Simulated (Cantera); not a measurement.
Standard-state values (1 bar) from the NASA 1993 polynomials, evaluated with Cantera. Values are per mole of reaction as written; species without (g) are pure solids or liquids, kept so even where they would boil at 1 bar.

Task: Between 1400 and 1525 K, where is each reaction favourable under standard conditions?
- Pb + 2 HCl(g) ⇌ 2 H(g) + PbCl2
- 2 H(g) + PbCl2 ⇌ Pb(g) + 2 HCl(g)

Result: 
- Pb + 2 HCl(g) ⇌ 2 H(g) + PbCl2: ΔG° is 308 kJ at 1400 K and 306 kJ at 1525 K; it stays positive (K < 1). ΔH° is 341 kJ and ΔS° 23 J/K at 1525 K.
- 2 H(g) + PbCl2 ⇌ Pb(g) + 2 HCl(g): ΔG° is -253 kJ at 1400 K and -262 kJ at 1525 K; it stays negative (K > 1). ΔH° is -160 kJ and ΔS° 67 J/K at 1525 K.
